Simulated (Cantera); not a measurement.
Feed: 1 mol B, 9.5 mol N2, 3.4 mol H2, equilibrated at 0.580 bar.

These are equilibrium values from Cantera (NASA tables, ideal gas, pure condensed phases), not measurements of a reactor. Candidate condensed phases: B, BN; 15 gas species. Equilibrium is a limit: real reactors are often held back by kinetics, nucleation or transport. All values below are at 2050 K.

Base state: N2 0.725, H2 0.273, H 0.00156 (mole fractions); condensed: BN(s).

**Question.** What changes in the equilibrium state with this change: pressure from 0.580 bar to 0.00100 bar?

**Answer.** 
```tsv
species	before	after
N2	0.725	0.713
H2	0.273	0.251
H	0.00156	0.0359
B	1.25e-8	0.000175
BH2	4.07e-6	9.09e-5
BN(s), mol	1.000	0.997
```
The tables' values for BH2 are old estimates; treat these amounts as uncertain.
